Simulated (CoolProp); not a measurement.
A closed Brayton cycle with dry air: compressor inlet 330.15 K and 5.3 MPa, high pressure 11.2 MPa, turbine inlet 660 K, compressor efficiency 0.85, turbine efficiency 0.85, recuperator effectiveness 0.8 (on enthalpy, no pinch check). Each further row changes one setting.

The numbers come from the reference Helmholtz-energy equation of state, Lemmon 2000 in CoolProp. It is a pseudo-pure fit of the blend.

```json
[
 {"case": "as stated", "thermal efficiency (%)": "12.2", "net work (kJ/kg)": "17.5", "compressor to turbine work": "0.84", "compressor exit (K)": "423.5", "turbine exit (K)": "555.8"},
 {"case": "turbine inlet 610 K", "thermal efficiency (%)": "(withheld)", "net work (kJ/kg)": "8.89", "compressor to turbine work": "(withheld)", "compressor exit (K)": "423.5", "turbine exit (K)": "512.5"},
 {"case": "compressor inlet 340.15 K", "thermal efficiency (%)": "10.3", "net work (kJ/kg)": "14.5", "compressor to turbine work": "(withheld)", "compressor exit (K)": "436.1", "turbine exit (K)": "555.8"},
 {"case": "high pressure 9.52 MPa", "thermal efficiency (%)": "(withheld)", "net work (kJ/kg)": "17.5", "compressor to turbine work": "(withheld)", "compressor exit (K)": "(withheld)", "turbine exit (K)": "576.9"},
 {"case": "recuperator effectiveness 0.5", "thermal efficiency (%)": "9.4", "net work (kJ/kg)": "17.5", "compressor to turbine work": "0.84", "compressor exit (K)": "423.5", "turbine exit (K)": "555.8"}
]
```

Problem. What belongs in the gaps?

Solution. 
- turbine inlet 610 K, thermal efficiency (%): 7.0
- turbine inlet 610 K, compressor to turbine work: 0.91
- compressor inlet 340.15 K, compressor to turbine work: 0.87
- high pressure 9.52 MPa, thermal efficiency (%): 13.4
- high pressure 9.52 MPa, compressor to turbine work: 0.80
- high pressure 9.52 MPa, compressor exit (K): 401.5
